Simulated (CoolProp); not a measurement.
Computed with CoolProp (reference Helmholtz-energy equation of state, Thol 2021).

Give the vapour pressure (MPa), vapour density (kg/m³), enthalpy of vaporisation (kJ/kg), liquid cp (kJ/(kg K)) of saturated chlorine at 301.4, 338.8 K.


```json
[
 {"T (K)": "301.4", "p (MPa)": "0.846", "vapour density (kg/m³)": "27.0", "enthalpy of vaporisation (kJ/kg)": "245", "liquid cp (kJ/(kg K))": "0.998"},
 {"T (K)": "338.8", "p (MPa)": "2.03", "vapour density (kg/m³)": "64.3", "enthalpy of vaporisation (kJ/kg)": "211", "liquid cp (kJ/(kg K))": "1.09"}
]
```
